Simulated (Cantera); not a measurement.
Input (Python, Cantera):

```python
import numpy as np
import cantera as ct

gas = ct.Solution("h2o2.yaml")
gas.TPX = 700, 1000000, {'H2': 1, 'O2': 0.357, 'N2': 1.34}
inlet = ct.Reservoir(gas, clone=True)
gas.equilibrate("HP")  # start burning
reactor = ct.IdealGasConstPressureReactor(gas, energy="on", clone=False)
exhaust = ct.Reservoir(gas, clone=True)
tau = [0.073, 0.03, 0.012, 0.005, 0.002, 0.00083, 0.00034, 0.00014, 5.7e-05][0]
for a, b in ((inlet, reactor), (reactor, exhaust)):
    ct.MassFlowController(a, b, mdot=lambda t: reactor.mass / tau)
net = ct.ReactorNet([reactor])
show = ['H2', 'O2', 'H', 'OH', 'H2O2']

rows = []
print(f"{'tau/s':>10s}{'T/K':>9s}" + "".join(f"{s:>11s}" for s in show))
for tau in [0.073, 0.03, 0.012, 0.005, 0.002, 0.00083, 0.00034, 0.00014, 5.7e-05]:
    net.initial_time = 0.0
    net.advance(30 * tau)
    before = gas.X
    net.advance(40 * tau)
    drift = np.max(np.abs(gas.X - before) / (gas.X + 1e-9))
    rows.append([gas.T, *gas[show].X, drift])
    print(f"{tau:10.3e}{gas.T:9.1f}" + "".join(f"{x:11.3e}" for x in gas[show].X))
```

Output:

```
     tau/s      T/K         H2         O2          H         OH       H2O2
 7.300e-02   2599.7  1.211e-01  5.883e-05  4.274e-03  2.457e-03  6.289e-08
 3.000e-02   2599.4  1.211e-01  6.232e-05  4.304e-03  2.473e-03  6.411e-08
 1.200e-02   2598.6  1.211e-01  7.105e-05  4.377e-03  2.513e-03  6.720e-08
 5.000e-03   2596.8  1.210e-01  9.067e-05  4.543e-03  2.602e-03  7.427e-08
 2.000e-03   2592.5  1.210e-01  1.371e-04  4.940e-03  2.814e-03  9.164e-08
 8.300e-04   2583.7  1.209e-01  2.312e-04  5.751e-03  3.239e-03  1.288e-07
 3.400e-04   2566.7  1.208e-01  4.168e-04  7.316e-03  4.032e-03  2.058e-07
 1.400e-04   2537.7  1.206e-01  7.602e-04  9.961e-03  5.284e-03  3.437e-07
 5.700e-05   2491.4  1.205e-01  1.394e-03  1.411e-02  7.027e-03  5.584e-07
```

Computed with Cantera and the H2/O2 subset of GRI-Mech 3.0, which has no nitrogen chemistry. The hydrogen kinetics of GRI-Mech 3.0 are dated; newer H2 mechanisms differ, most at raised pressure.
